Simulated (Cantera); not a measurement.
Feed: 1 mol Pb, 0.079 mol H₂, 0.46 mol N₂, at 523 K and 17000 Pa.

Method: chemical equilibrium by Gibbs-energy minimisation in Cantera with the NASA 1993 tables (ideal gas, pure condensed phases). Candidate condensed phases: Pb; 11 gas species. Rates play no part.

Base state: N₂ 0.854, H₂ 0.144, NH₃ 0.00161 (mole fractions); condensed: Pb(s).

Task: What changes in the equilibrium state with this change: H₂ from 0.079 to 0.78 mol?

Result: 
```
species      before    after
----------  -------  -------
H₂            0.144    0.621
N₂            0.854    0.370
NH₃         0.00161  0.00944
Pb(s), mol     1.00     1.00
```

Task: What changes in the equilibrium state with this change: H₂ from 0.079 to 0.19 mol?

Result: 
```tsv
species	before	after
N₂	0.854	0.709
H₂	0.144	0.287
NH₃	0.00161	0.00412
Pb(s), mol	1.00	1.00
```

Task: What changes in the equilibrium state with this change: temperature from 523 K to 773 K?

Result: 
```json
[
 {"species": "N₂", "before": "0.854", "after": "0.853"},
 {"species": "H₂", "before": "0.144", "after": "0.147"},
 {"species": "NH₃", "before": "0.00161", "after": "3.49e-5"},
 {"species": "Pb(s), mol", "before": "1.00", "after": "0"},
 {"species": "Pb(l), mol", "before": "0", "after": "1.00"}
]
```
